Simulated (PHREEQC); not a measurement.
2 g of hydrous ferric oxide (600 m²/g; 0.2 weak and 0.005 strong sites per Fe, Dzombak-Morel constants, diffuse double layer) in 1 kg of water with 0.001 mol/kgw of an inert sodium salt and 0.00014 mol CuSO4 and 1.7e-05 mol NaF, at 25 °C; the pH is set by adding NaOH or the inert anion's acid. Oxygen alone is held at its pressure in air (log pO2 = -0.68). No CO2 enters from the air. No solid was allowed to form.

The series has 13 steps of pH, from 3 to 11.

Model: ion-association model, wateq4f.dat, run in PHREEQC.

Q: Near which pH is half of the S sorbed, and on which side is more sorbed?

A: Near pH 7.2, with more sorbed at lower pH.

Q: Near which pH is half of the Cu sorbed, and on which side is more sorbed?

A: Near pH 4.5, with more sorbed at higher pH.

Q: Near which pH is half of the F sorbed, and on which side is more sorbed?

A: Near pH 7.2, with more sorbed at lower pH.

Complexes and solids missing from the database can't appear. The database's constant for dissolved Cu(OH)2 is higher than later reviews accept. The oxide is taken as insoluble; below pH 4 it would dissolve.
